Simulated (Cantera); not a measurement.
A Cantera script and what it prints.

```python
import numpy as np
import cantera as ct

gas_names = """
    AL ALH ALN AL2 H H2 N NH NH2 NH3 N2 N2H2 N2H4
""".split()
cond_names = """
    AL(cr) AL(L) ALN(s)
""".split()


# ... load() reads the species with a 1 bar reference pressure and builds the phases ...
atoms = {
    'Al': {'AL': 1},
    'NH3': {'N': 1, 'H': 3},
    'H2': {'H': 2},
}
top_T = {'ALN(s)': 2750}  # K; cautious upper limits of use, not melting points


# ... equilibrate(T, P, feed) seeds the gas with the atoms and calls Mixture.equilibrate('TP', solver="vcs", rtol=1e-11, max_steps=5000) ...
results = []
feed = {'Al': 1, 'NH3': 0.1, 'H2': 71}  # mol
P = 15  # Pa
for T in [1048, 1148, 1248, 1348, 1448, 1548, 1648, 1748, 1848, 1948]:
    mix = equilibrate(T, P, feed)
    results.append((T, P, feed, dict(zip(mix.species_names, mix.species_moles))))

top = {s: max(r[3][s] / sum(r[3][g] for g in gas_names) for r in results) for s in gas_names}
cols = sorted((s for s in top if top[s] > 1e-06), key=lambda s: -top[s])[:5]
seen = [c for c in cond_names if any(r[3].get(c, 0) > 1e-12 for r in results)]
print("log10 of partial pressures in bar; condensed amounts in mol")
print(f"{'T/K':>10s}" + "".join(f"{s[:9]:>10s}" for s in cols + seen))
for T, P, feed, n in results:
    ng = sum(n[g] for g in gas_names)
    print(f"{T:10.4g}" + "".join(f"{np.log10(max(n[s] / ng * P / 1e5, 1e-99)):10.3f}" for s in cols)
          + "".join(f"{n.get(c, 0):10.4g}" for c in seen))
```

Result:

```
log10 of partial pressures in bar; condensed amounts in mol
       T/K        H2         H        AL        N2       ALH     AL(L)    ALN(s)
      1048    -3.824   -10.024    -9.546   -20.551   -10.283    0.8998       0.1
      1148    -3.824    -9.057    -8.190   -17.690    -9.243    0.8967       0.1
      1248    -3.824    -8.243    -7.055   -15.289    -8.373    0.8562       0.1
      1348    -3.826    -7.549    -6.092   -13.244    -7.637    0.5028       0.1
      1448    -3.830    -6.950    -5.735   -10.541    -7.477         0   0.09997
      1548    -3.831    -6.427    -5.722    -7.599    -7.634         0   0.07577
      1648    -3.833    -5.967    -5.688    -6.985    -7.751         0         0
      1748    -3.838    -5.560    -5.689    -6.987    -7.887         0         0
      1848    -3.849    -5.200    -5.694    -6.993    -8.015         0         0
      1948    -3.870    -4.882    -5.703    -7.003    -8.141         0         0
```

Equilibrium computed with Cantera from the NASA thermochemical tables; the gas is ideal and each condensed phase is pure. Mutual solubility and eutectic melting of coexisting phases are not modelled.
